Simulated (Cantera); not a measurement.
Input (Python, Cantera) and output of one run.

```python
import numpy as np
import cantera as ct

gas_names = """
    H HI HNO HNO2 HNO3 HO2 H2 H2O H2O2 I I2 Mg MgH MgI MgI2 MgN MgO MgOH MgO2H2 Mg2 N NH NH2 NH3 NH2OH
    NO NO2 NO3 N2 N2H2 N2H4 N2O O OH O2 O3
""".split()
cond_names = """
    H2O(s) H2O(L) I2(cr) I2(L) Mg(cr) Mg(L) MgI2(s) MgI2(L) MgO(s) MgO(L) MgO2H2(s)
""".split()


# ... load() reads the species with a 1 bar reference pressure and builds the phases ...
atoms = {
    'MgO': {'Mg': 1, 'O': 1},
    'HI': {'H': 1, 'I': 1},
    'N2': {'N': 2},
    'I2': {'I': 2},
}
top_T = {}  # K; cautious upper limits of use, not melting points


# ... equilibrate(T, P, feed) seeds the gas with the atoms and calls Mixture.equilibrate('TP', solver="vcs", rtol=1e-11, max_steps=5000) ...
results = []
T = 1450  # K
P = 140000  # Pa
for m in [0.074, 0.12, 0.18, 0.28, 0.44, 0.69, 1.1, 1.7, 2.6]:
    feed = {'MgO': 1, 'HI': m, 'N2': 0.04, 'I2': 0.44}  # mol
    mix = equilibrate(T, P, feed)
    results.append((T, P, feed, dict(zip(mix.species_names, mix.species_moles))))

top = {s: max(r[3][s] / sum(r[3][g] for g in gas_names) for r in results) for s in gas_names}
cols = sorted((s for s in top if top[s] > 1e-05), key=lambda s: -top[s])[:7]
seen = [c for c in cond_names if any(r[3].get(c, 0) > 1e-12 for r in results)]
print("log10 of partial pressures in bar; condensed amounts in mol")
print(f"{'n(HI)':>10s}" + "".join(f"{s[:9]:>10s}" for s in cols + seen))
for T, P, feed, n in results:
    ng = sum(n[g] for g in gas_names)
    print(f"{feed['HI']:10.4g}" + "".join(f"{np.log10(max(n[s] / ng * P / 1e5, 1e-99)):10.3f}" for s in cols)
          + "".join(f"{n.get(c, 0):10.4g}" for c in seen))
```

Result:

```
log10 of partial pressures in bar; condensed amounts in mol
     n(HI)         I        HI        I2        H2        N2       H2O      MgI2    MgO(s)
     0.074    -0.158    -0.928    -0.310    -2.784    -1.119    -2.017    -2.017    0.9949
      0.12    -0.176    -0.753    -0.345    -2.400    -1.148    -1.842    -1.842    0.9919
      0.18    -0.196    -0.620    -0.386    -2.093    -1.183    -1.709    -1.709    0.9881
      0.28    -0.226    -0.494    -0.446    -1.780    -1.236    -1.583    -1.583     0.982
      0.44    -0.265    -0.389    -0.523    -1.493    -1.309    -1.478    -1.478    0.9728
      0.69    -0.309    -0.311    -0.611    -1.249    -1.404    -1.400    -1.400    0.9596
       1.1    -0.356    -0.258    -0.705    -1.049    -1.525    -1.347    -1.347    0.9397
       1.7    -0.396    -0.228    -0.785    -0.909    -1.658    -1.317    -1.317    0.9123
       2.6    -0.428    -0.211    -0.850    -0.811    -1.802    -1.300    -1.300    0.8728
```

These are equilibrium values from Cantera (NASA tables, ideal gas, pure condensed phases), not measurements of a reactor.
